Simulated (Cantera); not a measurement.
An isothermal, constant-pressure homogeneous reactor starts with C3H8 : H2 = 1 : 3.4 (molar parts), at 1050 K and 0.138 atm. Integrator tolerance rtol = 1e-08.

Computed with Cantera and GRI-Mech 3.0 (53 species, 325 reactions). GRI-Mech 3.0 was tuned for natural gas; its chemistry of propane as a main component is partial and can be far from experiment. GRI-Mech 3.0 stops at C3 and has no aromatics, soot or wall deposition, so with more carbon than oxygen in the feed, carbon stays in small species such as C2H2 where larger ones or solid carbon would form.

Q: What does this change do: C3H8 1 to 1.9 parts?

A: 
```json
[
 {"quantity": "x(C3H8) at 200 s", "before": "3.62e-5 (gas-phase equilibrium 6.58e-7)", "after": "6.41e-5 (gas-phase equilibrium 7.81e-6)"},
 {"quantity": "x(H2) at 200 s", "before": "0.564 (gas-phase equilibrium 0.331)", "after": "0.422 (gas-phase equilibrium 0.125)"},
 {"quantity": "x(C2H2) at 200 s", "before": "0.00930 (gas-phase equilibrium 0.000795)", "after": "0.0197 (gas-phase equilibrium 0.0209)"},
 {"quantity": "x(CH3) at 200 s", "before": "1.69e-6 (gas-phase equilibrium 4.46e-7)", "after": "1.91e-6 (gas-phase equilibrium 8.66e-7)"},
 {"quantity": "x(H) at 200 s", "before": "1.84e-7 (gas-phase equilibrium 1.26e-8)", "after": "1.31e-7 (gas-phase equilibrium 7.72e-9)"},
 {"quantity": "x(CH2) at 200 s", "before": "<1e-12 (gas-phase equilibrium <1e-12)", "after": "<1e-12 (gas-phase equilibrium <1e-12)"},
 {"quantity": "x(CH4) at 200 s", "before": "0.288 (gas-phase equilibrium 0.661)", "after": "0.341 (gas-phase equilibrium 0.788)"}
]
```
